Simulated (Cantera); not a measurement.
Charge: 1 mol SiCl4, 0.3 mol C2H4, a varied amount of H2, equilibrated at 2198 K and 910 Pa.

Method: chemical equilibrium by Gibbs-energy minimisation in Cantera with the NASA 1993 tables (ideal gas, pure condensed phases). Candidate condensed phases: C, C6H6, C7H8, C8H18, Si, SiC; 109 gas species. The tables' values for SiCl are old estimates; treat these amounts as uncertain. Gases not in the tables: Si2H6 and higher silanes. Kinetics and transport are ignored.

log p: log10 of the partial pressure in bar; n: condensed amount in mol.

```
n(H2) (mol)  log p H2  log p HCl  log p H  log p Si  log p SiCl2  n SiC(s)
-----------  --------  ---------  -------  --------  -----------  --------
25              -2.13      -2.96    -3.32     -4.18        -4.24     0.534
38              -2.11      -3.11    -3.31     -4.20        -4.59     0.495
57              -2.10      -3.27    -3.30     -4.24        -4.95         …
85              -2.09      -3.43    -3.30     -4.28        -5.32         …
130             -2.08      -3.60    -3.30     -4.32        -5.72         …
190             -2.08      -3.76    -3.29     -4.43        -6.15         0
280             -2.07      -3.93    -3.29     -4.57        -6.62         0
420             -2.07      -4.10    -3.29     -4.73        -7.13         0
630             -2.07      -4.27    -3.29     -4.89        -7.64         0
950             -2.07      -4.45    -3.29     -5.06        -8.17         0
```

Q: Some entries are withheld; supply them.

A: 
- 57, n SiC(s): 0.420
- 85, n SiC(s): 0.290
- 130, n SiC(s): 0.0568
